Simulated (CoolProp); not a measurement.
Methanol along the isotherm 267.15 °C: Z from the reference equation and from simpler models built on Tc = 240.2 °C, pc = 8216 kPa, ω = 0.565; each cubic takes its own stable root.

The numbers come from the reference Helmholtz-energy equation of state, de Reuck 1993 in CoolProp.

```tsv
p (kPa)	phase	reference
2050	gas	0.9303
4110	gas	0.8463
6160	gas	0.7506
8220	supercritical	0.6309
10300	supercritical	0.4831
12300	supercritical	0.3089
14400	supercritical	0.2669
16400	supercritical	0.2749
18500	supercritical	0.2913
20500	supercritical	0.3093
```

Task: How far does each simpler model (van der Waals, Redlich-Kwong, Soave-Redlich-Kwong, Peng-Robinson) lie from the reference over these 10 states: mean and median of the absolute difference, and the worst?

Result: 
- van der Waals: mean 28.5 %, median 20.2 %, worst +66.1 % at 267.15 °C and 20500 kPa
- Redlich-Kwong: mean 18.4 %, median 12.4 %, worst +39.9 % at 267.15 °C and 20500 kPa
- Soave-Redlich-Kwong: mean 25.2 %, median 23.3 %, worst +51.5 % at 267.15 °C and 14400 kPa
- Peng-Robinson: mean 18.6 %, median 15.7 %, worst +39.7 % at 267.15 °C and 14400 kPa
